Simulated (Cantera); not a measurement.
Input (Python, Cantera):

```python
import numpy as np
import cantera as ct

gas = ct.Solution("gri30.yaml")
gas.TPX = 1400, 18000, {'C3H8': 1, 'H2': 31}
reactor = ct.IdealGasConstPressureReactor(gas, energy="off", clone=False)
net = ct.ReactorNet([reactor])
net.rtol, net.atol = 1e-08, 1e-18
show = ['C3H8', 'H2', 'C2H', 'H', 'CH2', 'CH3']
times = np.geomspace(6e-05, 7, 15)

steps = ct.SolutionArray(gas, extra=["t"])
rows = []
print(f"{'t/s':>10s}{'T/K':>9s}{'P/Pa':>11s}" + "".join(f"{s:>11s}" for s in show))
for t in times:
    while net.time < t:
        t_next = net.step()
        steps.append(gas.state, t=t_next)
    rows.append([np.interp(t, steps.t, y) for y in (steps.T, steps.P, *steps(*show).X.T)])
    print(f"{t:10.3e}{rows[-1][0]:9.1f}{rows[-1][1]:11.4g}" + "".join(f"{x:11.3e}" for x in rows[-1][2:]))
rate = np.gradient(steps.T, steps.t)
print("integrator steps:", len(steps.t))
if steps.T.max() > steps.T[0] + 200:
    print(f"time of steepest temperature rise: {steps.t[rate.argmax()]:.4e} s")
gas.TPX = 1400, 18000, {'C3H8': 1, 'H2': 31}
gas.equilibrate("TP")
print(f"equilibrium (TP): T = {gas.T:.1f} K  " + "  ".join(f"{s} {gas[s].X[0]:.3e}" for s in show))
```

Result:

```
       t/s      T/K       P/Pa       C3H8         H2        C2H          H        CH2        CH3
 6.000e-05   1400.0    1.8e+04  2.766e-02  9.652e-01  8.898e-13  1.888e-04  9.981e-08  7.227e-04
 1.381e-04   1400.0    1.8e+04  1.831e-02  9.562e-01  3.453e-11  3.585e-04  2.452e-07  1.028e-03
 3.177e-04   1400.0    1.8e+04  4.483e-03  9.430e-01  4.250e-10  4.494e-04  1.665e-07  5.731e-04
 7.310e-04   1400.0    1.8e+04  3.693e-04  9.391e-01  6.697e-10  2.307e-04  2.834e-08  1.713e-04
 1.682e-03   1400.0    1.8e+04  2.827e-05  9.389e-01  4.243e-10  9.073e-05  4.301e-09  6.229e-05
 3.871e-03   1400.0    1.8e+04  1.720e-06  9.389e-01  2.573e-10  4.121e-05  9.133e-10  2.800e-05
 8.906e-03   1400.0    1.8e+04  6.793e-08  9.390e-01  2.095e-10  2.607e-05  3.741e-10  1.769e-05
 2.049e-02   1400.0    1.8e+04  2.865e-08  9.391e-01  2.427e-10  2.242e-05  2.772e-10  1.521e-05
 4.716e-02   1400.0    1.8e+04  1.949e-08  9.392e-01  3.169e-10  2.068e-05  2.334e-10  1.405e-05
 1.085e-01   1400.0    1.8e+04  1.000e-08  9.394e-01  3.757e-10  1.808e-05  1.760e-10  1.231e-05
 2.497e-01   1400.0    1.8e+04  4.438e-09  9.395e-01  3.770e-10  1.536e-05  1.261e-10  1.052e-05
 5.745e-01   1400.0    1.8e+04  3.116e-09  9.394e-01  3.654e-10  1.434e-05  1.105e-10  9.911e-06
 1.322e+00   1400.0    1.8e+04  3.052e-09  9.390e-01  3.577e-10  1.416e-05  1.099e-10  9.988e-06
 3.042e+00   1400.0    1.8e+04  3.042e-09  9.382e-01  3.425e-10  1.388e-05  1.102e-10  1.022e-05
 7.000e+00   1400.0    1.8e+04  3.010e-09  9.367e-01  3.139e-10  1.335e-05  1.108e-10  1.068e-05
integrator steps: 1017
equilibrium (TP): T = 1400.0 K  C3H8 2.564e-09  H2 9.275e-01  C2H 1.840e-10  H 1.112e-05  CH2 1.129e-10  CH3 1.306e-05
```

Detailed kinetics in Cantera: GRI-Mech 3.0 (53 species, 325 reactions). GRI-Mech 3.0 was tuned for natural gas; its chemistry of propane as a main component is partial and can be far from experiment. GRI-Mech 3.0 stops at C3 and has no aromatics, soot or wall deposition, so with more carbon than oxygen in the feed, carbon stays in small species such as C2H2 where larger ones or solid carbon would form.
